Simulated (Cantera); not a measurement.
Input: 1 mol Fe₂O₃, a varied amount of H₂, 2.9 mol N₂, held at 898.15 K and 0.00740 bar.

These are equilibrium values from Cantera (NASA tables, ideal gas, pure condensed phases), not measurements of a reactor. Candidate condensed phases: Fe, FeO, Fe(OH)₂, Fe(OH)₃, Fe₂O₃, Fe₃O₄, H₂O; 27 gas species. The numbers say what is thermodynamically allowed, not how fast it happens.

x: gas mole fraction; n: condensed amount in mol.

| n(H₂) (mol) | x H₂ | x H₂O | x N₂ | x NH₃ | x H | n Fe(α) |
|---|---|---|---|---|---|---|
| 55 | 0.898 | 0.0518 | 0.0501 | 1.73e-6 | 1.21e-9 | 2.00 |
| 78 | 0.927 | 0.0371 | 0.0358 | 1.54e-6 | 1.23e-9 | 2.00 |
| 110 | 0.948 | 0.0266 | 0.0257 | 1.35e-6 | 1.24e-9 | 2.00 |
| 160 | 0.964 | 0.0184 | 0.0178 | 1.15e-6 | 1.26e-9 | 2.00 |
| 230 | 0.975 | ___ | ___ | ___ | 1.26e-9 | 2.00 |
| 320 | 0.982 | 0.00929 | 0.00898 | 8.39e-7 | 1.27e-9 | 2.00 |
| 460 | 0.987 | 0.00648 | 0.00626 | 7.06e-7 | 1.27e-9 | 2.00 |
| 660 | 0.991 | 0.00453 | 0.00437 | 5.94e-7 | 1.27e-9 | 2.00 |
| 940 | 0.994 | 0.00318 | 0.00308 | 5.00e-7 | 1.27e-9 | 2.00 |
| 1300 | 0.995 | ___ | ___ | ___ | 1.28e-9 | 2.00 |
| 1900 | 0.997 | 0.00158 | 0.00152 | 3.54e-7 | 1.28e-9 | 2.00 |

Question: What belongs in the gaps?

Answer: 
- 230, x H₂O: 0.0129
- 230, x N₂: 0.0125
- 230, x NH₃: 9.77e-7
- 1300, x H₂O: 0.00230
- 1300, x N₂: 0.00223
- 1300, x NH₃: 4.26e-7
